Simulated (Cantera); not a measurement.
Feed: 1 mol trisilylamine, 13 mol N₂, 48 mol H₂, at 3.50 mbar.

These are equilibrium values from Cantera (NASA tables, ideal gas, pure condensed phases), not measurements of a reactor. Candidate condensed phases: Si, Si₃N₄; 18 gas species. The feed counts by its element totals alone. The numbers say what is thermodynamically allowed, not how fast it happens.

Problem. Which condensed phases are stable at each of these points (T (K)): 1175, 1225, 1275, 1325, 1375, 1425, 1475, 1525, 1575, 1625, 1675?

Solution. 
| T (K) | condensed phases | Si condensed (%) |
|---|---|---|
| 1175 | Si₃N₄(s) | 100.0 |
| 1225 | Si₃N₄(s) | 100.0 |
| 1275 | Si₃N₄(s) | 100.0 |
| 1325 | Si₃N₄(s) | 100.0 |
| 1375 | Si₃N₄(s) | 100.0 |
| 1425 | Si₃N₄(s) | 100.0 |
| 1475 | Si₃N₄(s) | 100.0 |
| 1525 | Si₃N₄(s) | 100.0 |
| 1575 | Si₃N₄(s) | 100.0 |
| 1625 | Si₃N₄(s) | 99.9 |
| 1675 | Si(s) | 99.7 |

From 1175 K to 1625 K the condensed part is Si₃N₄(s). At 1675 K the condensed part is Si(s).
